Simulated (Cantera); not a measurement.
Feed: 1 mol Al, 88 mol N2, at 823 K and 0.00440 bar.

These are equilibrium values from Cantera (NASA tables, ideal gas, pure condensed phases), not measurements of a reactor. Candidate condensed phases: Al, AlN; 5 gas species. Rates play no part.

Base state: N2 1.00 (mole fractions); condensed: AlN(s).

Question: What changes in the equilibrium state with this change: Al replaced by Al(CH3)3?

Answer: 
| species | before | after |
|---|---|---|
| N2 | 1.00 | 0.951 |
| H2 | 0 | 0.0489 |
| AlN(s), mol | 1.00 | 1.00 |
| C(graphite), mol | 0 | 3.00 |
The feed counts by its element totals alone. Further candidate phases: C, C6H6, C7H8, C8H18.
